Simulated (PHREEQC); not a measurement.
A solution holds 27 mmol/kgw HF, 0.6 mmol/kgw (NH4)2SiF6 and 54 mmol/kgw HBF4, at 25 °C. Closed to the air; pH follows from the charge balance.

Equilibrium calculation in PHREEQC: ion-association model, phreeqc.dat.

No solid was allowed to form.

Question: What pH does the model give?

Answer: pH 1.33.

Question: In which forms is F present?

Answer: BF4- 86 %, HF 11 %, SiF6-2 1.5 %, BF3OH- 0.9 % of the F.

SiF6-2 is the database's only silicon fluoride. Real BF4- forms and hydrolyses slowly; the run takes it at equilibrium.
